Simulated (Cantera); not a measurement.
Input: 1 mol Si(CH3)4, 0.13 mol CH4, 250 mol H2, 0.46 mol HCl, equilibrated at 2248 K and 0.133 bar.

These are equilibrium values from Cantera (NASA tables, ideal gas, pure condensed phases), not measurements of a reactor. Candidate condensed phases: C, C6H6, C7H8, C8H18, Si, SiC; 109 gas species. Gases not in the tables: Si2H6 and higher silanes. Kinetics and transport are ignored.

Base state: H2 0.974, H 0.0199, C2H2 (acetylene) 0.00323, HCl 0.00174, Si 0.000540, SiH 7.86e-5, SiC2 6.20e-5, SiH2 4.48e-5 (mole fractions); condensed: C(graphite) + SiC(s).

Problem. What changes in the equilibrium state with this change: Si(CH3)4 replaced by CH3SiH3?

Solution. 
| species | before | after |
|---|---|---|
| H2 | 0.974 | 0.976 |
| H | 0.0199 | 0.0199 |
| HCl | 0.00174 | 0.00176 |
| C2H2 (acetylene) | 0.00323 | 0.000898 |
| Si | 0.000540 | 0.00102 |
| SiH2 | 4.48e-5 | 8.52e-5 |
| SiH | 7.86e-5 | 0.000149 |
| SiC2 | 6.20e-5 | 3.27e-5 |
| C(graphite), mol | 1.60 | 0 |
| SiC(s), mol | 0.791 | 0.628 |
The feed counts by its element totals alone.

Problem. What changes in the equilibrium state with this change: temperature from 2248 K to 1175 K?

Solution. 
```
species             before    after
----------------  --------  -------
H2                   0.974    0.996
CH4                3.01e-5  0.00253
HCl                0.00174  0.00180
H                   0.0199  3.35e-7
C2H2 (acetylene)   0.00323  6.34e-8
Si                0.000540    <1e-9
SiH                7.86e-5    <1e-9
SiC2               6.20e-5    <1e-9
SiH2               4.48e-5    <1e-9
Si2C               3.72e-5    <1e-9
Cl                 2.57e-5    <1e-9
C(graphite), mol      1.60     2.48
SiC(s), mol          0.791    1.000
```
